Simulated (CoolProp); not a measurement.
Ammonia along the isobar 0.651 MPa: Z from the reference equation and from simpler models built on Tc = 405.6 K, pc = 11.36 MPa, ω = 0.256; each cubic takes its own stable root.

The numbers come from the reference Helmholtz-energy equation of state, Gao 2020 in CoolProp.

| T (K) | phase | reference |
|---|---|---|
| 200.9 | liquid | 0.009119 |
| 220.6 | liquid | 0.008574 |
| 240.3 | liquid | 0.008144 |
| 259.9 | liquid | 0.007815 |
| 279.6 | liquid | 0.007572 |
| 299.3 | gas | 0.9290 |
| 319 | gas | 0.9459 |
| 338.7 | gas | 0.9575 |
| 358.4 | gas | 0.9658 |
| 378.1 | gas | 0.9721 |
| 397.7 | gas | 0.9769 |
| 417.4 | gas | 0.9807 |
| 437.1 | gas | 0.9837 |
| 456.8 | gas | 0.9861 |
| 476.5 | gas | 0.9882 |

Problem. How far does each simpler model (van der Waals, Soave-Redlich-Kwong, Peng-Robinson) lie from the reference over these 15 states: mean and median of the absolute difference, and the worst?

Solution. 
- van der Waals: mean 2416.2 %, median 1.7 %, worst +12550.6 % at 279.6 K and 0.651 MPa
- Soave-Redlich-Kwong: mean 9.2 %, median 0.7 %, worst +27.3 % at 200.9 K and 0.651 MPa
- Peng-Robinson: mean 4.3 %, median 0.4 %, worst +13.2 % at 200.9 K and 0.651 MPa

At some of these states van der Waals gives the other phase, because its saturation line lies elsewhere.
